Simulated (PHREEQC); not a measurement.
Solution (25 °C): 0.071 mol KOH, 0.017 mol H3BO3 and 0.014 mol K2CO3 per kg of water. Closed to the air; pH follows from the charge balance.

Computed with PHREEQC (ion-association model, phreeqc.dat).

This is a speciation only: nothing precipitates in the calculation.

Task: Estimate the pH.

Result: pH 12.61.

Complexes and solids missing from the database can't appear.
